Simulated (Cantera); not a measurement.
A freely propagating, adiabatic, planar premixed flame of H₂ : O₂ : N₂ = 1 : 0.192 : 0.723 (molar parts), equivalence ratio 2.6, unburnt at 423 K and 10.0 bar; mixture-averaged transport, grid criteria slope 0.08 and curve 0.16, no radiation.

Detailed kinetics in Cantera: the H2/O2 subset of GRI-Mech 3.0, which has no nitrogen chemistry. The hydrogen kinetics of GRI-Mech 3.0 are dated; newer H2 mechanisms differ, most at raised pressure. Burning velocities carry a grid error of a few per cent, more on coarse grids.

Question: Predict: laminar burning velocity; thermal thickness; peak x(O); peak x(OH); peak x(H₂O₂); peak x(H).

Answer: laminar burning velocity: 339 cm/s
thermal thickness: 0.0259 mm
peak x(O): 0.000574
peak x(OH): 0.00110
peak x(H₂O₂): 0.000147
peak x(H): 0.0226
